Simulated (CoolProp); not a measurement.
A closed Brayton cycle with dry air: compressor inlet 320.15 K and 0.38 MPa, high pressure 1.29 MPa, turbine inlet 975 K, compressor efficiency 0.85, turbine efficiency 0.85, recuperator effectiveness 0.8 (on enthalpy, no pinch check). Each further row changes one setting.

Model: reference Helmholtz-energy equation of state, Lemmon 2000, in CoolProp. It is a pseudo-pure fit of the blend.

| case | thermal efficiency (%) | net work (kJ/kg) | compressor to turbine work | compressor exit (K) | turbine exit (K) |
|---|---|---|---|---|---|
| as stated | 29.8 | 91.8 | 0.63 | 476.3 | 750.7 |
| turbine inlet 925 K | 27.4 | 78.7 | … | 476.3 | … |
| compressor inlet 330.15 K | … | 86.9 | 0.65 | … | 750.7 |
| high pressure 1.1 MPa | 30.1 | … | … | … | 776.5 |
| recuperator effectiveness 0.5 | 23.2 | 91.8 | 0.63 | 476.3 | 750.7 |

Q: Some entries are withheld; supply them.

A: 
- turbine inlet 925 K, compressor to turbine work: 0.67
- turbine inlet 925 K, turbine exit (K): 710.5
- compressor inlet 330.15 K, thermal efficiency (%): 28.4
- compressor inlet 330.15 K, compressor exit (K): 490.9
- high pressure 1.1 MPa, net work (kJ/kg): 87.5
- high pressure 1.1 MPa, compressor to turbine work: 0.61
- high pressure 1.1 MPa, compressor exit (K): 453.0
